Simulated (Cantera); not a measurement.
What does this Cantera script print?

```python
import numpy as np
import cantera as ct

gas_names = """
    B BN B2 N N2
""".split()
cond_names = """
    B(b) B(L) BN(s)
""".split()


# ... load() reads the species with a 1 bar reference pressure and builds the phases ...
atoms = {
    'B': {'B': 1},
    'N2': {'N': 2},
}
top_T = {'BN(s)': 3200}  # K; cautious upper limits of use, not melting points


# ... equilibrate(T, P, feed) seeds the gas with the atoms and calls Mixture.equilibrate('TP', solver="vcs", rtol=1e-11, max_steps=5000) ...
results = []
feed = {'B': 1, 'N2': 15}  # mol
P = 120  # Pa
for T in [898, 1048, 1198, 1348, 1498, 1648, 1798, 1948, 2098, 2248, 2398]:
    mix = equilibrate(T, P, feed)
    results.append((T, P, feed, dict(zip(mix.species_names, mix.species_moles))))

top = {s: max(r[3][s] / sum(r[3][g] for g in gas_names) for r in results) for s in gas_names}
cols = sorted((s for s in top if top[s] > 1e-06), key=lambda s: -top[s])[:9]
seen = [c for c in cond_names if any(r[3].get(c, 0) > 1e-12 for r in results)]
print("log10 of partial pressures in bar; condensed amounts in mol")
print(f"{'T/K':>10s}" + "".join(f"{s[:9]:>10s}" for s in cols + seen))
for T, P, feed, n in results:
    ng = sum(n[g] for g in gas_names)
    print(f"{T:10.4g}" + "".join(f"{np.log10(max(n[s] / ng * P / 1e5, 1e-99)):10.3f}" for s in cols)
          + "".join(f"{n.get(c, 0):10.4g}" for c in seen))
```

It prints:

```
log10 of partial pressures in bar; condensed amounts in mol
       T/K        N2         B        BN        B2         N      B(b)      B(L)     BN(s)
       898    -2.921   -33.300   -31.964   -55.322   -25.815         0         0         1
      1048    -2.921   -26.542   -25.917   -44.242   -21.849         0         0         1
      1198    -2.921   -21.483   -21.393   -35.952   -18.872         0         0         1
      1348    -2.921   -17.557   -17.884   -29.520   -16.555         0         0         1
      1498    -2.921   -14.422   -15.084   -24.389   -14.699         0         0         1
      1648    -2.921   -11.863   -12.799   -20.203   -13.180         0         0         1
      1798    -2.921    -9.735   -10.901   -16.724   -11.913         0         0         1
      1948    -2.921    -7.939    -9.298   -13.789   -10.840         0         0    0.9999
      2098    -2.921    -6.402    -7.929   -11.280    -9.919         0         0    0.9951
      2248    -2.923    -5.283    -6.956    -9.533    -9.122    0.9332         0         0
      2398    -2.932    -4.506    -6.310    -8.406    -8.428         0    0.5928         0
```

Method: chemical equilibrium by Gibbs-energy minimisation in Cantera with the NASA 1993 tables (ideal gas, pure condensed phases). N2 is the only nitrogen source here; it is nearly inert below about 1500 K, so the nitride shown seldom forms there in practice.
